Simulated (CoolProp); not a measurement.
Vapour-liquid equilibrium of cis-2-butene (1) + methanol (2) at 374.7 K; x and y are mole fractions of (1).

The numbers come from the multi-fluid Helmholtz-energy mixture model, Lemmon 2005 and de Reuck 1993; pair parameters Bell 2016 in CoolProp.

```csv
x,"bubble pressure, mixture model (MPa)","bubble pressure, Raoult's law (MPa)","y, mixture model","y, Raoult's law"
0.05,0.6603,0.4259,0.437,0.172
0.2,1.230,0.5896,0.704,0.496
0.35,1.429,0.7533,0.751,0.680
0.5,1.473,0.9169,0.763,0.798
0.65,1.502,1.081,0.777,0.880
0.8,1.536,1.244,0.821,0.940
0.95,1.509,1.408,0.933,0.987
```

The largest gap from Raoult's law is +108.6 % in bubble pressure, at x = 0.2. y crosses x between x = 0.8 and 0.95: the model has an azeotrope there.

The pair parameters rest on a limited set of measurements; away from them the model extrapolates. With so large a gap from Raoult's law the liquid may split in two, which this calculation doesn't test in full.
